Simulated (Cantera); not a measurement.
Mixture: 6.22 % CH₄, 19.7 % O₂, 74.1 % N₂, at 1.00 bar, adiabatic and at constant volume. Ignition delay is the time to a rise of 400 K.

Detailed kinetics in Cantera: GRI-Mech 3.0 (53 species, 325 reactions).

Predict: delay at 1275 K; delay at 1375 K; delay at 1475 K; delay at 1575 K; apparent activation energy between 1525 and 1625 K.


```json
{
  "delay at 1275 K": "12.3 ms",
  "delay at 1375 K": "3.56 ms",
  "delay at 1475 K": "1.22 ms",
  "delay at 1575 K": "0.492 ms",
  "apparent activation energy between 1525 and 1625 K": "170 kJ/mol"
}
```
